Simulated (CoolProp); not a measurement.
Properties of C2F6 (R116) along the isotherm 425 K.

Values from CoolProp's reference Helmholtz-energy equation of state, Lemmon 2006. It is a short technical equation, of lower accuracy than the large ones.

```tsv
p (MPa)	phase	cp (kJ/(kg K))	speed of sound (m/s)	isothermal compressibility (1/MPa)	viscosity (µPa s)	conductivity (mW/(m K))	fugacity coefficient
0.305	gas	0.9428	164.3	3.306	19.7	24.8	0.9917
0.61	gas	0.9476	163.3	1.666	20.0	24.8	0.9836
0.914	gas	0.9525	162.3	1.121	20.2	24.9	0.9756
1.22	gas	0.9577	161.4	0.8464	20.5	25.0	0.9677
1.52	gas	0.9630	160.5	0.6844	20.8	25.1	?
1.83	gas	0.9687	159.6	0.5728	21.0	25.2	0.9523
2.13	gas	0.9745	158.8	0.4956	21.3	25.4	0.9448
2.44	gas	0.9807	?	?	21.7	?	0.9373
2.74	gas	0.9869	157.3	0.3904	22.0	25.6	0.9301
3.05	supercritical	0.9935	156.6	0.3530	22.4	25.8	0.9228
3.35	supercritical	1.000	156.0	0.3232	22.7	26.0	0.9158
3.66	supercritical	1.007	155.4	0.2974	23.1	26.2	0.9087
3.96	supercritical	1.014	154.9	0.2762	23.5	26.3	0.9020
4.27	supercritical	?	154.5	0.2573	24.0	26.5	0.8952
4.57	supercritical	1.029	154.1	0.2413	24.4	26.7	0.8887
```

Task: Fill in the missing entries.

Result: 
- 1.52, fugacity coefficient: 0.9601
- 2.44, speed of sound (m/s): 158.0
- 2.44, isothermal compressibility (1/MPa): 0.4356
- 2.44, conductivity (mW/(m K)): 25.5
- 4.27, cp (kJ/(kg K)): 1.021

Viscosity comes from a separate model (Huber 2003), an estimate that may be off by 10 % or more. Thermal conductivity comes from a separate model (Huber 2003), an estimate that may be off by 10 % or more.
